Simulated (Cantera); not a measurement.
Feed: 1 mol SiO2, 2.6 mol CO, 0.11 mol H2, held at 1625 K and 0.133 bar.

Cantera equilibrium calculation (NASA polynomials, part measured and part estimated; ideal gas, pure solids and liquids). Candidate condensed phases: C, C6H6, C7H8, C8H18, H2O, Si, SiC, SiO2; 123 gas species. The tables hold silica as quartz up to 1696 K and as liquid above; real silica turns to tridymite and cristobalite and melts near 1996 K. The numbers say what is thermodynamically allowed, not how fast it happens.

**Question.** What is the equilibrium state?

**Answer.** 
```json
{
  "x(CO)": "0.959",
  "x(H2)": "0.0405",
  "x(SiO)": "0.000354",
  "x(CO2)": "0.000313",
  "x(H2O)": "4.11e-5",
  "x(H)": "3.89e-5",
  "n(SiO2(β-quartz))": "0.999 mol",
  "gas_amount": "2.711 mol",
  "log10 activity of C(graphite) (absent)": "-1.03",
  "log10 activity of Si(s) (absent)": "-3.90"
}
```
